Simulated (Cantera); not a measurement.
An isothermal plug-flow reactor at 525 K and 750 Torr (inlet), inlet velocity 4 m/s, active area per volume 2700 1/m; feed H₂ : O₂ : N₂ = 0.0021 : 0.012 : 0.79 (molar parts), equivalence ratio 0.087.

Computed with Cantera and Deutschmann's 1995 Pt surface mechanism with GRI-Mech 3.0 gas chemistry. Catalytic surfaces can have several steady states; this one follows from the mechanism file's or the stated starting coverage. Mass transfer to the wall is taken as infinitely fast.

```
quantity                before    after
---------------------  -------  -------
x(H₂) at z = 0.026 m   1.84e-5  5.33e-6
x(O₂) at z = 0.026 m    0.0136   0.0136
x(H₂O) at z = 0.026 m  0.00260  0.00261
θ(O*) at the exit        0.996    0.998
θ(OH*) at the exit     0.00217  0.00124
```

Task: Name the change that produced these shifts.
A) inlet velocity 4 to 8.1 m/s
B) area per volume 2700 to 1600 1/m
C) pressure from 750 Torr to 1500 Torr
D) inlet velocity 4 to 1.2 m/s

Result: D, inlet velocity 4 to 1.2 m/s
